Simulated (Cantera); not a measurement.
Feed: 1 mol PbO, 0.034 mol H2, 1.1 mol N2, held at 850 K and 4.40 bar.

Equilibrium computed with Cantera from the NASA thermochemical tables; the gas is ideal and each condensed phase is pure. Candidate condensed phases: H2O, Pb, PbO, PbO2, Pb3O4; 27 gas species. The numbers say what is thermodynamically allowed, not how fast it happens.

Base state: N2 0.970, H2O 0.0300 (mole fractions); condensed: Pb(l) + PbO(yellow).

### Question
What changes in the equilibrium state with this change: temperature from 850 K to 1600 K?

### Answer
```
species            before    after
----------------  -------  -------
N2                  0.970    0.950
H2O                0.0300   0.0293
Pb                7.23e-8   0.0138
PbO                 <1e-9  0.00657
Pb2                 <1e-9  1.05e-5
H2                2.40e-6  4.37e-5
Pb(l), mol         0.0340   0.0180
PbO(yellow), mol    0.966        0
PbO(l), mol             0    0.958
```
Each liquid is taken as pure. Mutual solubility and eutectic melting of coexisting phases are not modelled. Gases not in the tables: (PbO)n polymers.

### Question
What changes in the equilibrium state with this change: PbO replaced by Pb?

### Answer
```csv
species,before,after
N2,0.970,0.970
H2,2.40e-6,0.0299
NH3,<1e-9,4.16e-5
H2O,0.0300,0
"Pb(l), mol",0.0340,1.00
"PbO(yellow), mol",0.966,0
```

### Question
What changes in the equilibrium state with this change: H2 from 0.034 to 0.15 mol?

### Answer
```json
[
 {"species": "N2", "before": "0.970", "after": "0.880"},
 {"species": "H2O", "before": "0.0300", "after": "0.120"},
 {"species": "Pb(l), mol", "before": "0.0340", "after": "0.150"},
 {"species": "PbO(yellow), mol", "before": "0.966", "after": "0.850"}
]
```
